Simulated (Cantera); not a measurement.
Cantera run:

```python
import numpy as np
import cantera as ct

gas_names = """
    H HO2 H2 H2O H2O2 Hg O OH O2 O3
""".split()
cond_names = """
    H2O(s) H2O(L) Hg(cr) Hg(L) HgO(s)
""".split()


# ... load() reads the species with a 1 bar reference pressure and builds the phases ...
atoms = {
    'HgO': {'Hg': 1, 'O': 1},
    'H2': {'H': 2},
}
top_T = {}  # K; cautious upper limits of use, not melting points


# ... equilibrate(T, P, feed) seeds the gas with the atoms and calls Mixture.equilibrate('TP', solver="vcs", rtol=1e-11, max_steps=5000) ...
results = []
feed = {'HgO': 1, 'H2': 42}  # mol
T = 1175  # K
P = 900  # Pa
mix = equilibrate(T, P, feed)
results.append((T, P, feed, dict(zip(mix.species_names, mix.species_moles))))
print(gas.report(threshold=0.0001))
for i in range(1, mix.n_phases):
    print(f"{mix.phase(i).name:16s} {mix.phase_moles(i):12.5e} mol")
```

Result:

```
       temperature   1175 K
          pressure   900 Pa
           density   0.00064543 kg/m^3
  mean mol. weight   7.0061 kg/kmol
   phase of matter   gas

                          1 kg             1 kmol
                     ---------------   ---------------
          enthalpy         3.116e+06        2.1831e+07  J
   internal energy        1.7216e+06        1.2062e+07  J
           entropy             30617         2.145e+05  J/K
    Gibbs function       -3.2859e+07       -2.3021e+08  J
 heat capacity c_p            4429.6             31034  J/K
 heat capacity c_v            3242.9             22720  J/K

                      mass frac. Y      mole frac. X     chem. pot. / RT
                     ---------------   ---------------   ---------------
                H2           0.27436           0.95349           -22.679
               H2O          0.059798          0.023256           -58.617
                Hg           0.66584          0.023256           -24.796
     [   +7 minor]        1.8206e-07         1.262e-06

Hg(L)             0.00000e+00 mol
```

Equilibrium computed with Cantera from the NASA thermochemical tables; the gas is ideal and each condensed phase is pure.
